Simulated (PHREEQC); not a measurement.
## Copper plating or etch bath: an equilibrium model

Solution (25 °C): 0.0036 mol Cu(NO3)2 and 0.0076 mol HF per kg of water. Closed to the air; pH follows from the charge balance.

Computed with PHREEQC (ion-association model, wateq4f.dat).

Precipitation was switched off in this run.

Question: Predict the pH, ionic strength.

Answer: pH 2.71; ionic strength 0.0128 mol/kgw.

Question: In which forms is F present?

Answer: HF 69 %, F- 27 %, H2F2 1.9 %, CuF+ 1.1 %, HF2- 1.1 % of the F.
